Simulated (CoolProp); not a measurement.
Vapour-liquid equilibrium of R125 (1) + cyclopropane (2) at 0.982 MPa; x and y are mole fractions of (1).

Computed with CoolProp (multi-fluid Helmholtz-energy mixture model, Lemmon 2005 and Polt 1992; pair parameters Bell 2016). This equation is an older, rougher fit; its heat capacities, sound speeds and derivatives of the liquid may be far off and weren't checked against measurements.

| x | bubble temperature, mixture model (°C) | bubble temperature, Raoult's law (°C) | y, mixture model | y, Raoult's law |
|---|---|---|---|---|
| 0.05 | 30.0 | 35.0 | 0.174 | 0.091 |
| 0.2 | 19.2 | 30.3 | 0.434 | 0.322 |
| 0.35 | 14.8 | 26.1 | 0.545 | 0.506 |
| 0.5 | 12.7 | 22.5 | 0.620 | 0.656 |
| 0.65 | 11.5 | 19.2 | 0.696 | 0.780 |
| 0.8 | 11.1 | 16.2 | 0.794 | 0.884 |
| 0.95 | 12.0 | 13.5 | 0.937 | 0.973 |

The largest gap from Raoult's law is -11.3 K in bubble temperature, at x = 0.35. y crosses x between x = 0.65 and 0.8: the model has an azeotrope there.

The pair parameters rest on a limited set of measurements; away from them the model extrapolates.
